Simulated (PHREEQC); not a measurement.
Consider water at 25 °C with 0.0064 mol/kgw CdCl2, 0.0011 mol/kgw KCl and 0.034 mol/kgw H2SO4. Closed to the air; pH follows from the charge balance.

Computed with PHREEQC (ion-association model, wateq4f.dat).

Each row changes one thing in this solution. No solid was allowed to form.

```
case                                            pH  ionic strength (mol/kgw)  HSO4- (mol/kgw)  SO4-2 (mol/kgw)  Cd+2 (mol/kgw)  CdSO4 (mol/kgw)  SI of CdOHCl (CdOHCl)
--------------------------------------------  ----  ------------------------  ---------------  ---------------  --------------  ---------------  ---------------------
as made                                       1.41                    0.0693           0.0213           0.0107         0.00307          0.00161                  -7.02
H2SO4 from 0.034 to 0.17 mol/kgw              0.81                     0.234            0.143           0.0245         0.00311          0.00173                  -7.79
temperature from 25 to 35 °C                  1.42                    0.0668              [?]          0.00939         0.00313          0.00153                  -6.83
temperature from 25 to 90 °C                   [?]                       [?]           0.0297          0.00345         0.00363         0.000777                  -5.93
H2SO4 replaced by KHSO4 at the same molality  1.77                    0.0800           0.0136              [?]         0.00273          0.00199                  -6.73
```

**Question.** Complete the blanks.

**Answer.** 
- temperature from 25 to 35 °C, HSO4- (mol/kgw): 0.0227
- temperature from 25 to 90 °C, pH: 1.50
- temperature from 25 to 90 °C, ionic strength (mol/kgw): 0.0556
- H2SO4 replaced by KHSO4 at the same molality, SO4-2 (mol/kgw): 0.0162

Species that the database lacks are ignored. Constants without temperature data keep their 25 °C values here.
